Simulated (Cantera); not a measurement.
Mixture: H2 : O2 : N2 = 1 : 1.06 : 4 (molar parts), equivalence ratio 0.47, at 3.30 bar, adiabatic and at constant volume. Ignition delay is the time to a rise of 400 K.

Detailed kinetics in Cantera: the H2/O2 subset of GRI-Mech 3.0, which has no nitrogen chemistry. The hydrogen kinetics of GRI-Mech 3.0 are dated; newer H2 mechanisms differ, most at raised pressure. Where the delays flatten at high temperature, the 400 K rule measures the pace of heat release, not the induction time.

Problem. What does this change do: N2 4 to 9 parts?

Solution. 
```csv
quantity,before,after
delay at 1200 K,18.4 µs,35.6 µs
delay at 1350 K,7.81 µs,16.3 µs
delay at 1500 K,4.77 µs,11.4 µs
delay at 1650 K,3.57 µs,10.3 µs
```

Problem. What does this change do: pressure from 3.30 bar to 11.0 bar?

Solution. 
```json
[
 {"quantity": "delay at 1200 K", "before": "18.4 µs", "after": "89.3 µs"},
 {"quantity": "delay at 1350 K", "before": "7.81 µs", "after": "3.26 µs"},
 {"quantity": "delay at 1500 K", "before": "4.77 µs", "after": "1.45 µs"},
 {"quantity": "delay at 1650 K", "before": "3.57 µs", "after": "0.913 µs"}
]
```
